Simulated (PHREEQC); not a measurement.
0.42 g of hydrous ferric oxide (600 m²/g; 0.2 weak and 0.005 strong sites per Fe, Dzombak-Morel constants, diffuse double layer) in 1 kg of water with 0.3 mol/kgw of an inert sodium salt and 2e-05 mol ZnSO4, at 25 °C; the pH is set by adding NaOH or the inert anion's acid. Oxygen alone is held at its pressure in air (log pO2 = -0.68). The system is closed to CO2. Nothing may precipitate in this run.

Base run: PHREEQC, ion-association model, wateq4f.dat. Each further column changes one thing. The table gives S sorbed (%).

```tsv
pH	base	no electrostatic term (-no_edl)	background salt from 0.3 to 0.03 mol/kgw	oxide from 0.42 to 2.1 g/kgw	0.00035 mol/kgw CuSO4 added
3	88.6	0.1	99.9	97.8	51.2
3.75	88.1	0.1	99.9	97.6	?
4.88	78.0	0.1	?	?	42.5
5.62	51.9	0.1	95.0	85.1	29.8
6.38	16.4	0.1	?	48.9	?
7.12	2.4	0.1	12.6	10.3	7.6
8.25	0.1	0.1	?	?	0.5
9	0.0	0.0	0.0	0.0	0.0
```

Q: What belongs in the gaps?

A: 
- 3.75, 0.00035 mol/kgw CuSO4 added: 50.7
- 4.88, background salt from 0.3 to 0.03 mol/kgw: 99.3
- 4.88, oxide from 0.42 to 2.1 g/kgw: 95.2
- 6.38, background salt from 0.3 to 0.03 mol/kgw: 64.9
- 6.38, 0.00035 mol/kgw CuSO4 added: 17.5
- 8.25, background salt from 0.3 to 0.03 mol/kgw: 0.2
- 8.25, oxide from 0.42 to 2.1 g/kgw: 0.3

The oxide is taken as insoluble; below pH 4 it would dissolve. The database's constant for dissolved Cu(OH)2 is higher than later reviews accept.
